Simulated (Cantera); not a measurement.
Standard-state values (1 bar) from the NASA 1993 polynomials, evaluated with Cantera. Values are per mole of reaction as written; species without (g) are pure solids or liquids, kept so even where they would boil at 1 bar.

2 B + O₂(g) ⇌ B₂O₂(g)

```csv
T (K),ΔH° (kJ),ΔS° (J/K),ΔG° (kJ),log10 K
1898,-466.6,17.6,-500.1,13.76
1973,-467.5,17.2,-501.4,13.27
2048,-468.4,16.7,-502.6,12.82
2123,___,___,___,___
2198,___,___,___,___
2273,___,___,___,___
2348,-472.5,14.9,-507.4,11.29
```

### Question
Fill in the missing entries.

### Answer

- 2123, ΔH° (kJ): -469.4
- 2123, ΔS° (J/K): 16.3
- 2123, ΔG° (kJ): -503.9
- 2123, log10 K: 12.40
- 2198, ΔH° (kJ): -470.4
- 2198, ΔS° (J/K): 15.8
- 2198, ΔG° (kJ): -505.1
- 2198, log10 K: 12.00
- 2273, ΔH° (kJ): -471.4
- 2273, ΔS° (J/K): 15.3
- 2273, ΔG° (kJ): -506.2
- 2273, log10 K: 11.63
